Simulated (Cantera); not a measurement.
Feed: 1 mol SiCl₄, 0.85 mol N₂, 1.9 mol NH₃, equilibrated at 775 K and 2.30 mbar.

These are equilibrium values from Cantera (NASA tables, ideal gas, pure condensed phases), not measurements of a reactor. Candidate condensed phases: NH₄Cl, Si, Si₃N₄; 28 gas species. Rates play no part.

Base state: HCl 0.378, H₂ 0.300, N₂ 0.246, SiCl₄ 0.0769, SiHCl₃ 3.95e-5 (mole fractions); condensed: Si₃N₄(s).

**Question.** What changes in the equilibrium state with this change: temperature from 775 K to 1750 K?

**Answer.** 
| species | before | after |
|---|---|---|
| HCl | 0.378 | 0.296 |
| H₂ | 0.300 | 0.279 |
| N₂ | 0.246 | 0.270 |
| SiCl₂ | <1e-9 | 0.147 |
| SiCl₄ | 0.0769 | 7.58e-5 |
| H | <1e-9 | 0.00256 |
| Cl | <1e-9 | 0.00210 |
| SiCl | <1e-9 | 0.000290 |
| Si | <1e-9 | 9.19e-5 |
| SiCl₃ | 6.19e-7 | 0.00251 |
| Si₃N₄(s), mol | 0.184 | 0 |
The tables' values for SiCl₃, SiCl are old estimates; treat these amounts as uncertain.
